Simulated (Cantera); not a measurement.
Feed: 1 mol Si, 8.9 mol Br2, 31 mol H2, held at 1173.15 K.

Equilibrium computed with Cantera from the NASA thermochemical tables; the gas is ideal and each condensed phase is pure. Candidate condensed phases: Br2, Si; 19 gas species. The tables' values for SiBr3 are old estimates; treat these amounts as uncertain. Equilibrium is a limit: real reactors are often held back by kinetics, nucleation or transport.

x: gas mole fraction; nothing condenses.

```tsv
P (Pa)	x H2	x HBr	x SiBr4	x SiBr2	x Br	x SiBr3
1	0.581	0.385	0.000158	0.0246	0.00918	0.000221
6.80	0.582	0.390	0.00105	0.0234	0.00356	0.000558
46	0.589	0.385	(withheld)	(withheld)	(withheld)	0.00113
320	0.605	0.369	0.0154	0.00844	0.000484	0.00128
2200	0.615	0.359	0.0224	0.00193	0.000178	0.000741
15000	0.618	0.356	0.0245	(withheld)	(withheld)	0.000313
100000	0.619	0.356	0.0249	4.84e-5	2.60e-5	0.000124
```

Problem. Some entries are withheld; supply them.

Solution. 
- 46, x SiBr4: 0.00541
- 46, x SiBr2: 0.0185
- 46, x Br: 0.00135
- 15000, x SiBr2: 0.000316
- 15000, x Br: 6.73e-5
